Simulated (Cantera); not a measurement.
A Cantera script and what it prints.

```python
import numpy as np
import cantera as ct

gas_names = """
    C CN CO CO2 C2 CCN CNC C2N2 C2O C3 C3O2 C4 C4N2 C5 N NCO NO NO2 NO3 N2 N2O O O2 O3 Si SiC SiC2 SiN
    SiO SiO2 Si2 Si2C Si2N Si3
""".split()
cond_names = """
    C(gr) Si(cr) Si(L) SiC(b) SiO2(Lqz) SiO2(hqz) SiO2(L) Si2N2O(s) Si3N4(a)
""".split()


# ... load() reads the species with a 1 bar reference pressure and builds the phases ...
atoms = {
    'SiC': {'Si': 1, 'C': 1},
    'N2O': {'N': 2, 'O': 1},
    'N2': {'N': 2},
    'O2': {'O': 2},
}
top_T = {'C(gr)': 4500, 'SiC(b)': 3050, 'Si2N2O(s)': 2100, 'Si3N4(a)': 2400}  # K; cautious upper limits of use, not melting points


# ... equilibrate(T, P, feed) seeds the gas with the atoms and calls Mixture.equilibrate('TP', solver="vcs", rtol=1e-11, max_steps=5000) ...
results = []
feed = {'SiC': 1, 'N2O': 0.026, 'N2': 4.9, 'O2': 0.0028}  # mol
P = 200000  # Pa
for T in [1850, 1875, 1900, 1925, 1950, 1975, 2000, 2025]:
    mix = equilibrate(T, P, feed)
    results.append((T, P, feed, dict(zip(mix.species_names, mix.species_moles))))

top = {s: max(r[3][s] / sum(r[3][g] for g in gas_names) for r in results) for s in gas_names}
cols = sorted((s for s in top if top[s] > 0.0001), key=lambda s: -top[s])[:8]
seen = [c for c in cond_names if any(r[3].get(c, 0) > 1e-12 for r in results)]
print("log10 of partial pressures in bar; condensed amounts in mol")
print(f"{'T/K':>10s}" + "".join(f"{s[:9]:>10s}" for s in cols + seen))
for T, P, feed, n in results:
    ng = sum(n[g] for g in gas_names)
    print(f"{T:10.4g}" + "".join(f"{np.log10(max(n[s] / ng * P / 1e5, 1e-99)):10.3f}" for s in cols)
          + "".join(f"{n.get(c, 0):10.4g}" for c in seen))
```

Output:

```
log10 of partial pressures in bar; condensed amounts in mol
       T/K        N2        CO       SiO    SiC(b) Si2N2O(s)  Si3N4(a)
      1850     0.299    -1.990    -3.821    0.9748  0.005991  0.004294
      1875     0.298    -1.933    -3.606    0.9712  0.002166   0.00796
      1900     0.298    -1.906    -3.427    0.9693         0  0.009917
      1925     0.298    -1.911    -3.284    0.9697         0  0.009676
      1950     0.298    -1.918    -3.147    0.9702         0  0.009356
      1975     0.298    -1.927    -3.016    0.9708         0   0.00894
      2000     0.298    -1.939    -2.891    0.9716         0  0.008407
      2025     0.298    -1.955    -2.774    0.9726         0  0.007741
```

These are equilibrium values from Cantera (NASA tables, ideal gas, pure condensed phases), not measurements of a reactor. Mutual solubility and eutectic melting of coexisting phases are not modelled.
